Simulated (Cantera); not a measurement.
What does this Cantera script print?

```python
import numpy as np
import cantera as ct

gas = ct.Solution("gri30.yaml")
gas.TPX = 1898, 13332, {'NO': 1, 'N2': 17}
inlet = ct.Reservoir(gas, clone=True)

reactor = ct.IdealGasConstPressureReactor(gas, energy="off", clone=False)
exhaust = ct.Reservoir(gas, clone=True)
tau = [5.1, 1.8, 0.64, 0.23, 0.08, 0.028, 0.0099, 0.0035, 0.0012, 0.00044, 0.00015][0]
for a, b in ((inlet, reactor), (reactor, exhaust)):
    ct.MassFlowController(a, b, mdot=lambda t: reactor.mass / tau)
net = ct.ReactorNet([reactor])
show = ['NO', 'O2', 'NO2', 'O', 'N2O']

rows = []
print(f"{'tau/s':>10s}{'T/K':>9s}" + "".join(f"{s:>11s}" for s in show))
for tau in [5.1, 1.8, 0.64, 0.23, 0.08, 0.028, 0.0099, 0.0035, 0.0012, 0.00044, 0.00015]:
    net.initial_time = 0.0
    net.advance(30 * tau)
    before = gas.X
    net.advance(40 * tau)
    drift = np.max(np.abs(gas.X - before) / (gas.X + 1e-9))
    rows.append([gas.T, *gas[show].X, drift])
    print(f"{tau:10.3e}{gas.T:9.1f}" + "".join(f"{x:11.3e}" for x in gas[show].X))
```

Output:

```
     tau/s      T/K         NO         O2        NO2          O        N2O
 5.100e+00   1898.0  5.089e-02  2.307e-03  4.510e-06  4.546e-05  1.120e-06
 1.800e+00   1898.0  5.406e-02  7.266e-04  3.322e-06  3.219e-05  1.267e-06
 6.400e-01   1898.0  5.506e-02  2.317e-04  2.701e-06  2.605e-05  1.309e-06
 2.300e-01   1898.0  5.539e-02  7.058e-05  2.289e-06  2.200e-05  1.305e-06
 8.000e-02   1898.0  5.550e-02  1.646e-05  1.722e-06  1.641e-05  1.252e-06
 2.800e-02   1898.0  5.554e-02  2.393e-06  9.108e-07  8.657e-06  1.110e-06
 9.900e-03   1898.0  5.555e-02  2.407e-07  3.126e-07  3.115e-06  8.356e-07
 3.500e-03   1898.0  5.555e-02  2.344e-08  8.172e-08  9.587e-07  4.904e-07
 1.200e-03   1898.0  5.556e-02  2.335e-09  1.680e-08  2.885e-07  2.203e-07
 4.400e-04   1898.0  5.556e-02  2.930e-10  3.159e-09  9.958e-08  9.000e-08
 1.500e-04   1898.0  5.556e-02  3.323e-11  4.405e-10  3.319e-08  3.208e-08
```

Computed with Cantera and GRI-Mech 3.0 (53 species, 325 reactions).
